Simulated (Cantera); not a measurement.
Cantera run:

```python
import numpy as np
import cantera as ct

gas_names = """
    H H2 H2S S SH S2 S8
""".split()
cond_names = """
    S(cr1) S(cr2) S(L)
""".split()


def load(file, names, dense=False):
    # The tables refer to 1 bar. Condensed volumes are neglected.
    table = {s.name: s for s in ct.Species.list_from_file(file)}
    out = []
    for n in names:
        d = dict(table[n].input_data)
        d["thermo"] = dict(d["thermo"], **{"reference-pressure": 1e5})
        if dense:
            d["equation-of-state"] = {"model": "constant-volume", "density": "1e6 g/cm^3"}
        out.append(ct.Species.from_dict(d))
    return out


gas = ct.Solution(thermo="ideal-gas", species=load("nasa_gas.yaml", gas_names))
cond = {s.name: ct.Solution(thermo="fixed-stoichiometry", species=[s], name=s.name)
        for s in load("nasa_condensed.yaml", cond_names, dense=True)}
atoms = {
    'H2S': {'H': 2, 'S': 1},
    'H2': {'H': 2},
}
top_T = {}  # K; cautious upper limits of use, not melting points


def equilibrate(T, P, feed):
    n = {}
    for name, mol in feed.items():
        for a, k in atoms[name].items():
            n[a] = n.get(a, 0.0) + k * mol
    gas.TPX = T, P, n
    mass = sum(n.values()) * gas.mean_molecular_weight
    gas.equilibrate("TP")
    valid = [c for c in cond.values() if c.min_temp <= T <= top_T.get(c.name, c.max_temp)]
    mix = ct.Mixture([(gas, mass / gas.mean_molecular_weight)] + [(c, 0.0) for c in valid])
    mix.T, mix.P = T, P
    mix.equilibrate("TP", solver="vcs", rtol=1e-11, max_steps=5000)
    return mix


results = []
feed = {'H2S': 1, 'H2': 1.7}  # mol
T = 1498  # K
P = 10000  # Pa
mix = equilibrate(T, P, feed)
results.append((T, P, feed, dict(zip(mix.species_names, mix.species_moles))))
x = sorted(zip(gas.X, gas.species_names), reverse=True)
print(f"T = {T:g} K  P = {P:g} Pa  gas = {mix.phase_moles(0):.4g} mol")
print("   x: " + "  ".join(f"{s} {v:.3e}" for v, s in x if v > 1e-05))
print("   condensed (mol): " + ("  ".join(f"{mix.phase(i).name} {mix.phase_moles(i):.4g}"
      for i in range(1, mix.n_phases) if mix.phase_moles(i) > 1e-12) or "none"))
```

Output:

```
T = 1498 K  P = 10000 Pa  gas = 2.893 mol
   x: H2 7.191e-01  H2S 2.125e-01  S2 6.486e-02  SH 3.471e-03  H 4.608e-05  S 3.202e-05
   condensed (mol): none
```

These are equilibrium values from Cantera (NASA tables, ideal gas, pure condensed phases), not measurements of a reactor.
